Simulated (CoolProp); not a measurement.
Vapour-liquid equilibrium of sulfur hexafluoride (1) + R113 (2) at 287.5 K; x and y are mole fractions of (1).

Computed with CoolProp (multi-fluid Helmholtz-energy mixture model, Guder 2009 and Marx 1992; pair parameters Bell 2016).

| x | bubble pressure (MPa) | y at the bubble point | dew pressure at overall composition x (MPa) | liquid density (mol/L) |
|---|---|---|---|---|
| 0.05 | 0.1849 | 0.838 | 0.03048 | 8.575 |
| 0.125 | 0.2922 | 0.896 | 0.03312 | 8.733 |
| 0.2 | 0.3448 | 0.913 | … | 8.904 |
| 0.275 | 0.3868 | 0.923 | 0.04003 | 9.086 |
| 0.35 | 0.4355 | 0.934 | 0.04469 | 9.280 |
| 0.425 | 0.4996 | 0.945 | 0.05059 | 9.481 |
| 0.5 | 0.5854 | 0.957 | 0.05827 | … |
| 0.575 | 0.6985 | 0.969 | 0.06872 | 9.893 |
| 0.65 | … | 0.979 | 0.08375 | 10.09 |
| 0.725 | 1.022 | 0.986 | 0.1072 | 10.26 |
| 0.8 | 1.231 | 0.992 | 0.1487 | 10.38 |
| 0.875 | 1.458 | 0.996 | … | 10.40 |
| 0.95 | 1.682 | 0.999 | 0.5307 | 10.23 |

Q: What belongs in the gaps?

A: 
- 0.2, dew pressure at overall composition x (MPa): 0.03625
- 0.5, liquid density (mol/L): 9.688
- 0.65, bubble pressure (MPa): 0.8435
- 0.875, dew pressure at overall composition x (MPa): 0.2418

No azeotrope shows between x = 0.05 and 0.95.

Pair parameters are fitted to limited data, so mixtures are less certain than the pure fluids. The gap from Raoult's law changes sign with composition, which may be real or a fault of the pair parameters; it wasn't checked against measurements. With so large a gap from Raoult's law the liquid may split in two, which this calculation doesn't test in full.
